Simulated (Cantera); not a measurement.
Charge: 1 mol CH3F, 0.019 mol F2, held at 1330 Pa.

Equilibrium computed with Cantera from the NASA thermochemical tables; the gas is ideal and each condensed phase is pure. Candidate condensed phases: C, C6H6, C7H8, C8H18; 95 gas species. The numbers say what is thermodynamically allowed, not how fast it happens.

Over these rows the condensed part is C(graphite). Partial pressures as log10 of bar:

```json
[
 {"T (K)": "1398", "1000/T (1/K)": "0.7153", "log p C2H2 (acetylene)": "-7.80", "log p HF": "-2.16", "log p H2": "-2.19"},
 {"T (K)": "1498", "1000/T (1/K)": "0.6676", "log p C2H2 (acetylene)": "-7.24", "log p HF": "-2.16", "log p H2": "-2.19"},
 {"T (K)": "1598", "1000/T (1/K)": "0.6258", "log p C2H2 (acetylene)": "-6.76", "log p HF": "-2.16", "log p H2": "-2.19"},
 {"T (K)": "1698", "1000/T (1/K)": "0.5889", "log p C2H2 (acetylene)": "?", "log p HF": "-2.16", "log p H2": "-2.19"},
 {"T (K)": "1798", "1000/T (1/K)": "0.5562", "log p C2H2 (acetylene)": "-5.95", "log p HF": "-2.16", "log p H2": "-2.19"},
 {"T (K)": "1898", "1000/T (1/K)": "0.5269", "log p C2H2 (acetylene)": "-5.62", "log p HF": "-2.17", "log p H2": "-2.19"}
]
```

Problem. Fit log p(C2H2 (acetylene)) = a + b·(1000/T) to the five rows, give the apparent enthalpy, and predict the row at 1698 K.

Solution. Means: 1000/T = 0.6184, log p = -6.674. Sxy = -0.279067, Sxx = 0.0241061, so b = -11.58 and a = -6.674 − (-11.58)×0.6184 = 0.49.
Apparent enthalpy: −19.145 × (-11.58) = 222 kJ/mol. With the condensed phases at unit activity, 2 C(graphite) + H2(g) = C2H2 (acetylene)(g) links this pressure to the main gases: over the six rows their terms move log p by +0.00 in all, so the slope is close to that reaction's ΔH°. The five rows lie within 0.01 of the line.
Prediction at 1698 K: 0.49 + (-11.58)×0.5889 = -6.33. The computed value is -6.33, 0.00 from the line.
